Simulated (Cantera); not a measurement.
Input (Python, Cantera):

```python
import numpy as np
import cantera as ct

gas = ct.Solution("gri30.yaml")
gas.TPX = 350, 21000, {'CO': 1, 'H2': 0.21, 'O2': 0.611, 'N2': 2.3}
inlet = ct.Reservoir(gas, clone=True)
gas.equilibrate("HP")  # start burning
reactor = ct.IdealGasConstPressureReactor(gas, energy="on", clone=False)
exhaust = ct.Reservoir(gas, clone=True)
tau = [0.24, 0.12, 0.056, 0.027, 0.013, 0.0063, 0.0031, 0.0015, 0.00072, 0.00035, 0.00017, 8.1e-05, 3.9e-05][0]
for a, b in ((inlet, reactor), (reactor, exhaust)):
    ct.MassFlowController(a, b, mdot=lambda t: reactor.mass / tau)
net = ct.ReactorNet([reactor])
show = ['CO', 'H2', 'O2', 'H', 'NO', 'N2O', 'O']

rows = []
print(f"{'tau/s':>10s}{'T/K':>9s}" + "".join(f"{s:>11s}" for s in show))
for tau in [0.24, 0.12, 0.056, 0.027, 0.013, 0.0063, 0.0031, 0.0015, 0.00072, 0.00035, 0.00017, 8.1e-05, 3.9e-05]:
    net.initial_time = 0.0
    net.advance(30 * tau)
    before = gas.X
    net.advance(40 * tau)
    drift = np.max(np.abs(gas.X - before) / (gas.X + 1e-9))
    rows.append([gas.T, *gas[show].X, drift])
    print(f"{tau:10.3e}{gas.T:9.1f}" + "".join(f"{x:11.3e}" for x in gas[show].X))
```

It prints:

```
     tau/s      T/K         CO         H2         O2          H         NO        N2O          O
 2.400e-01   2222.5  5.681e-02  2.494e-03  2.745e-02  1.955e-03  2.613e-03  7.063e-08  3.156e-03
 1.200e-01   2153.6  6.415e-02  2.970e-03  3.136e-02  2.915e-03  1.577e-03  5.700e-08  4.391e-03
 5.600e-02   2056.3  7.333e-02  3.653e-03  3.605e-02  4.759e-03  6.591e-04  4.672e-08  6.434e-03
 2.700e-02   1949.6  8.174e-02  4.391e-03  4.018e-02  7.578e-03  2.568e-04  4.059e-08  9.014e-03
 1.300e-02   1832.8  8.897e-02  5.132e-03  4.376e-02  1.182e-02  1.306e-04  3.599e-08  1.214e-02
 6.300e-03   1708.7  9.456e-02  5.751e-03  4.679e-02  1.780e-02  9.232e-05  3.209e-08  1.560e-02
 3.100e-03   1579.0  9.904e-02  6.102e-03  4.967e-02  2.533e-02  6.953e-05  2.878e-08  1.889e-02
 1.500e-03   1433.9  1.064e-01  6.104e-03  5.454e-02  3.291e-02  4.367e-05  2.619e-08  2.098e-02
 7.200e-04   1239.0  1.372e-01  6.554e-03  7.209e-02  3.053e-02  1.296e-05  2.357e-08  1.670e-02
 3.500e-04    350.0  2.427e-01  5.096e-02  1.483e-01  7.150e-25  6.612e-21  2.541e-23  3.532e-21
 1.700e-04    350.0  2.427e-01  5.096e-02  1.483e-01  1.264e-27  1.258e-23  4.836e-26  6.243e-24
 8.100e-05    350.0  2.427e-01  5.096e-02  1.483e-01  7.882e-29  7.948e-25  3.054e-27  3.893e-25
 3.900e-05    350.0  2.427e-01  5.096e-02  1.483e-01  4.953e-30  5.020e-26  1.929e-28  2.447e-26
```

Cantera simulation using GRI-Mech 3.0 (53 species, 325 reactions); the numbers are that mechanism's predictions, not measurements.
